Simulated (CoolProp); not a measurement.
A simple Rankine cycle with toluene: condensing at 327.15 K, boiler at 0.499 MPa, turbine inlet 453.3 K, turbine efficiency 0.9, pump efficiency 0.7, no recuperator. Each further row changes one setting.

The numbers come from the reference Helmholtz-energy equation of state, Lemmon 2006 in CoolProp. It is a short technical equation, of lower accuracy than the large ones.

| case | thermal efficiency (%) | net work (kJ/kg) | heat in (kJ/kg) | turbine exit temperature (K) | volume ratio over the turbine |
|---|---|---|---|---|---|
| as stated | 19.6 | 111 | 565 | ? | 31.8 |
| turbine inlet 473.3 K | 19.5 | 118 | ? | 392.0 | 31.5 |
| condensing temperature 319.15 K | 20.9 | 121 | 580 | ? | 43.9 |
| boiler pressure 0.349 MPa | 18.0 | ? | 571 | 381.1 | 21.8 |
| turbine efficiency 0.8 | 17.4 | 98.6 | 565 | 379.8 | ? |

**Question.** Fill in the missing entries.

**Answer.** 
- as stated, turbine exit temperature (K): 371.1
- turbine inlet 473.3 K, heat in (kJ/kg): 602
- condensing temperature 319.15 K, turbine exit temperature (K): 363.9
- boiler pressure 0.349 MPa, net work (kJ/kg): 103
- turbine efficiency 0.8, volume ratio over the turbine: 32.5
